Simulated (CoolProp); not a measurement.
Vapour-liquid equilibrium of cyclopropane (1) + R134a (2) at 404 kPa; x and y are mole fractions of (1).

Model: multi-fluid Helmholtz-energy mixture model, Polt 1992 and Tillner-Roth 1994; pair parameters Bell 2016, in CoolProp. This equation is an older, rougher fit; its heat capacities, sound speeds and derivatives of the liquid may be far off and weren't checked against measurements.

Task: Give the bubble temperature and the first vapour's composition at x = 0.05, 0.2, 0.5. Is there an azeotrope?

Result: x = 0.05: 279.2 K, y = 0.136; x = 0.2: 273.3 K, y = 0.375; x = 0.5: 270.0 K, y = 0.553. y crosses x between x = 0.5 and 0.65: the model has an azeotrope there.

Pair parameters are fitted to limited data, so mixtures are less certain than the pure fluids.
